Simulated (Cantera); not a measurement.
Cantera run:

```python
import numpy as np
import cantera as ct

gas_names = [...]  # 118 gases of nasa_gas.yaml made of C, Cl, F, H
cond_names = """
    C(gr) C6H6(L) C7H8(L) C8H18(L),n-octa
""".split()


# ... load() reads the species with a 1 bar reference pressure and builds the phases ...
atoms = {
    'CH3Cl': {'C': 1, 'H': 3, 'CL': 1},
    'F2': {'F': 2},
}
top_T = {'C(gr)': 4500}  # K; cautious upper limits of use, not melting points


# ... equilibrate(T, P, feed) seeds the gas with the atoms and calls Mixture.equilibrate('TP', solver="vcs", rtol=1e-11, max_steps=5000) ...
results = []
feed = {'CH3Cl': 1, 'F2': 0.013}  # mol
P = 48  # Pa
for T in [1900, 2000, 2100, 2200, 2300, 2400, 2500, 2600]:
    mix = equilibrate(T, P, feed)
    results.append((T, P, feed, dict(zip(mix.species_names, mix.species_moles))))

top = {s: max(r[3][s] / sum(r[3][g] for g in gas_names) for r in results) for s in gas_names}
cols = sorted((s for s in top if top[s] > 1e-05), key=lambda s: -top[s])[:5]
seen = [c for c in cond_names if any(r[3].get(c, 0) > 1e-12 for r in results)]
print("log10 of partial pressures in bar; condensed amounts in mol")
print(f"{'T/K':>10s}" + "".join(f"{s[:9]:>10s}" for s in cols + seen))
for T, P, feed, n in results:
    ng = sum(n[g] for g in gas_names)
    print(f"{T:10.4g}" + "".join(f"{np.log10(max(n[s] / ng * P / 1e5, 1e-99)):10.3f}" for s in cols)
          + "".join(f"{n.get(c, 0):10.4g}" for c in seen))
```

Result:

```
log10 of partial pressures in bar; condensed amounts in mol
       T/K         H        H2       HCL        CL        HF     C(gr)
      1900    -4.921    -3.641    -3.649    -5.051    -5.217    0.9992
      2000    -4.616    -3.655    -3.676    -4.765    -5.227    0.9985
      2100    -4.346    -3.680    -3.722    -4.522    -5.243    0.9972
      2200    -4.111    -3.723    -3.796    -4.322    -5.268    0.9952
      2300    -3.911    -3.794    -3.909    -4.169    -5.304    0.9921
      2400    -3.751    -3.905    -4.068    -4.060    -5.349     0.987
      2500    -3.632    -4.065    -4.275    -3.993    -5.398    0.9741
      2600    -3.554    -4.277    -4.526    -3.957    -5.445    0.9265
```

Equilibrium computed with Cantera from the NASA thermochemical tables; the gas is ideal and each condensed phase is pure.
